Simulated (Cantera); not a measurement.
A closed system holds: 1 mol NiS, 61 mol H2, 30 mol N2, at 1.00 Torr.

Cantera equilibrium calculation (NASA polynomials, part measured and part estimated; ideal gas, pure solids and liquids). Candidate condensed phases: Ni, NiS, NiS2, Ni3S2, Ni3S4, S; 17 gas species. Rates play no part. All values below are at 1450 K.

Base state: H2 0.663, N2 0.329, H2S 0.00555, S2 0.00242, SH 0.000528, H 0.000211, S 3.01e-5, Ni 1.20e-5 (mole fractions); condensed: Ni(s).

### Question
What changes in the equilibrium state with this change: NiS replaced by Al2O3?

### Answer
```json
[
 {"species": "H2", "before": "0.663", "after": "0.670"},
 {"species": "N2", "before": "0.329", "after": "0.330"},
 {"species": "H", "before": "0.000211", "after": "0.000212"},
 {"species": "H2S", "before": "0.00555", "after": "0"},
 {"species": "S2", "before": "0.00242", "after": "0"},
 {"species": "Ni", "before": "1.20e-5", "after": "0"},
 {"species": "SH", "before": "0.000528", "after": "0"},
 {"species": "S", "before": "3.01e-5", "after": "0"},
 {"species": "Ni(s), mol", "before": "0.998", "after": "0"},
 {"species": "Al2O3(s), mol", "before": "0", "after": "1.000"}
]
```
Further candidate phases: Al, AlN, Al2O3, H2O.

### Question
What changes in the equilibrium state with this change: NiS replaced by Fe2O3?

### Answer
| species | before | after |
|---|---|---|
| H2 | 0.663 | 0.637 |
| N2 | 0.329 | 0.330 |
| H2O | 0 | 0.0330 |
| H2S | 0.00555 | 0 |
| Fe | 0 | 3.74e-5 |
| Ni | 1.20e-5 | 0 |
| S2 | 0.00242 | 0 |
| SH | 0.000528 | 0 |
| S | 3.01e-5 | 0 |
| H | 0.000211 | 0.000207 |
| Ni(s), mol | 0.998 | 0 |
| Fe(γ), mol | 0 | 2.00 |
Further candidate phases: Fe, FeO, Fe(OH)2, Fe(OH)3, Fe2O3, Fe3O4, H2O.
